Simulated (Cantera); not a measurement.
Cantera run, input and output.

```python
import numpy as np
import cantera as ct

gas = ct.Solution("gri30.yaml")
gas.TPX = 1800, 101325, {'NO': 1, 'N2': 11}
reactor = ct.IdealGasConstPressureReactor(gas, energy="off", clone=False)
net = ct.ReactorNet([reactor])
net.rtol, net.atol = 1e-08, 1e-18
show = ['NO', 'N2', 'O2', 'O', 'NO2', 'N2O']
times = np.geomspace(2e-06, 4, 10)

steps = ct.SolutionArray(gas, extra=["t"])
rows = []
print(f"{'t/s':>10s}{'T/K':>9s}{'P/Pa':>11s}" + "".join(f"{s:>11s}" for s in show))
for t in times:
    while net.time < t:
        t_next = net.step()
        steps.append(gas.state, t=t_next)
    rows.append([np.interp(t, steps.t, y) for y in (steps.T, steps.P, *steps(*show).X.T)])
    print(f"{t:10.3e}{rows[-1][0]:9.1f}{rows[-1][1]:11.4g}" + "".join(f"{x:11.3e}" for x in rows[-1][2:]))
rate = np.gradient(steps.T, steps.t)
print("integrator steps:", len(steps.t))
if steps.T.max() > steps.T[0] + 200:
    print(f"time of steepest temperature rise: {steps.t[rate.argmax()]:.4e} s")
gas.TPX = 1800, 101325, {'NO': 1, 'N2': 11}
gas.equilibrate("TP")
print(f"equilibrium (TP): T = {gas.T:.1f} K  " + "  ".join(f"{s} {gas[s].X[0]:.3e}" for s in show))
```

It prints:

```
       t/s      T/K       P/Pa         NO         N2         O2          O        NO2        N2O
 2.000e-06   1800.0  1.013e+05  8.333e-02  9.167e-01  1.429e-13  3.224e-09  3.395e-11  3.255e-09
 1.003e-05   1800.0  1.013e+05  8.333e-02  9.167e-01  3.474e-12  1.555e-08  8.186e-10  1.628e-08
 5.026e-05   1800.0  1.013e+05  8.333e-02  9.167e-01  7.784e-11  6.541e-08  1.755e-08  8.073e-08
 2.520e-04   1800.0  1.013e+05  8.333e-02  9.167e-01  1.411e-09  1.948e-07  2.423e-07  3.833e-07
 1.263e-03   1800.0  1.013e+05  8.333e-02  9.167e-01  3.579e-08  6.876e-07  1.910e-06  1.485e-06
 6.333e-03   1800.0  1.013e+05  8.330e-02  9.167e-01  2.557e-06  2.987e-06  1.052e-05  2.882e-06
 3.175e-02   1800.0  1.013e+05  8.321e-02  9.167e-01  4.545e-05  4.053e-06  1.466e-05  2.969e-06
 1.592e-01   1800.0  1.013e+05  8.275e-02  9.170e-01  2.734e-04  4.446e-06  1.606e-05  2.937e-06
 7.979e-01   1800.0  1.013e+05  8.047e-02  9.181e-01  1.409e-03  6.029e-06  2.139e-05  2.780e-06
 4.000e+00   1800.0  1.013e+05  6.988e-02  9.234e-01  6.686e-03  1.062e-05  3.317e-05  2.115e-06
integrator steps: 518
equilibrium (TP): T = 1800.0 K  NO 2.024e-03  N2 9.573e-01  O2 4.064e-02  O 2.452e-05  NO2 2.244e-06  N2O 1.290e-07
```

Model: GRI-Mech 3.0 (53 species, 325 reactions), integrated in Cantera.
